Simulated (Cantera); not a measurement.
Input: 1 mol SiH₄, 0.29 mol HCl, 3.2 mol H₂, held at 18.0 Torr.

These are equilibrium values from Cantera (NASA tables, ideal gas, pure condensed phases), not measurements of a reactor. Candidate condensed phases: Si; 19 gas species. The tables' values for SiCl₃, SiCl are old estimates; treat these amounts as uncertain. Gases not in the tables: Si₂H₆ and higher silanes. The numbers say what is thermodynamically allowed, not how fast it happens.

x: gas mole fraction; n: condensed amount in mol.

| T (°C) | x H₂ | x HCl | x SiCl₂ | x H | n Si(s) | n Si(l) |
|---|---|---|---|---|---|---|
| 877 | 0.959 | 0.0341 | 0.00266 | 4.72e-7 | 0.964 | 0 |
| 952 | 0.955 | 0.0394 | … | … | 0.969 | 0 |
| 1027 | 0.953 | 0.0412 | 0.00475 | 6.97e-6 | 0.970 | 0 |
| 1102 | 0.953 | 0.0415 | 0.00520 | 2.16e-5 | 0.970 | 0 |
| 1177 | 0.953 | 0.0413 | 0.00552 | 5.96e-5 | 0.969 | 0 |
| 1252 | 0.953 | 0.0410 | 0.00577 | 0.000149 | 0.968 | 0 |
| 1327 | 0.953 | 0.0407 | 0.00598 | 0.000343 | 0.967 | 0 |
| 1402 | 0.953 | 0.0403 | 0.00616 | 0.000732 | 0.966 | 0 |
| 1477 | 0.952 | 0.0409 | 0.00584 | … | 0 | 0.967 |
| 1552 | 0.950 | 0.0416 | 0.00545 | 0.00277 | 0 | 0.968 |
| 1627 | 0.947 | 0.0421 | 0.00507 | 0.00498 | 0 | 0.967 |

### Question
What belongs in the gaps?

### Answer

- 952, x SiCl₂: 0.00397
- 952, x H: 1.97e-6
- 1477, x H: 0.00146
